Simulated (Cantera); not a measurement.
A Cantera script and its output.

```python
import numpy as np
import cantera as ct

gas = ct.Solution("gri30.yaml")
gas.TPX = 950, 3100, {'H2': 0.0098, 'O2': 1}
reactor = ct.IdealGasConstPressureReactor(gas, energy="off", clone=False)
net = ct.ReactorNet([reactor])
net.rtol, net.atol = 1e-08, 1e-18
show = ['H2', 'O2', 'OH', 'H2O2', 'O']
times = np.geomspace(4e-05, 100, 9)

steps = ct.SolutionArray(gas, extra=["t"])
rows = []
print(f"{'t/s':>10s}{'T/K':>9s}{'P/Pa':>11s}" + "".join(f"{s:>11s}" for s in show))
for t in times:
    while net.time < t:
        t_next = net.step()
        steps.append(gas.state, t=t_next)
    rows.append([np.interp(t, steps.t, y) for y in (steps.T, steps.P, *steps(*show).X.T)])
    print(f"{t:10.3e}{rows[-1][0]:9.1f}{rows[-1][1]:11.4g}" + "".join(f"{x:11.3e}" for x in rows[-1][2:]))
rate = np.gradient(steps.T, steps.t)
print("integrator steps:", len(steps.t))
if steps.T.max() > steps.T[0] + 200:
    print(f"time of steepest temperature rise: {steps.t[rate.argmax()]:.4e} s")
gas.TPX = 950, 3100, {'H2': 0.0098, 'O2': 1}
gas.equilibrate("TP")
print(f"equilibrium (TP): T = {gas.T:.1f} K  " + "  ".join(f"{s} {gas[s].X[0]:.3e}" for s in show))
```

Result:

```
       t/s      T/K       P/Pa         H2         O2         OH       H2O2          O
 4.000e-05    950.0       3100  9.705e-03  9.903e-01  4.154e-13  5.035e-18  4.328e-13
 2.522e-04    950.0       3100  9.705e-03  9.903e-01  7.865e-12  2.050e-16  1.010e-11
 1.591e-03    950.0       3100  9.705e-03  9.903e-01  1.895e-10  9.246e-15  3.769e-10
 1.003e-02    950.0       3100  9.219e-03  9.899e-01  1.348e-04  2.297e-08  2.844e-04
 6.325e-02    950.0       3100  1.892e-05  9.899e-01  5.716e-05  4.059e-08  2.752e-04
 3.988e-01    950.0       3100  5.815e-07  9.902e-01  1.075e-05  1.655e-08  1.071e-05
 2.515e+00    950.0       3100  1.482e-08  9.902e-01  2.395e-06  3.212e-09  4.960e-07
 1.586e+01    950.0       3100  3.391e-10  9.902e-01  7.014e-07  4.364e-10  4.271e-08
 1.000e+02    950.0       3100  3.168e-11  9.902e-01  2.458e-07  6.402e-11  5.296e-09
integrator steps: 1467
equilibrium (TP): T = 950.0 K  H2 1.021e-12  O2 9.902e-01  OH 4.523e-08  H2O2 2.454e-12  O 1.808e-10
```

Cantera simulation using GRI-Mech 3.0 (53 species, 325 reactions); the numbers are that mechanism's predictions, not measurements. Radical loss at walls, strong at low pressure, is not modelled.
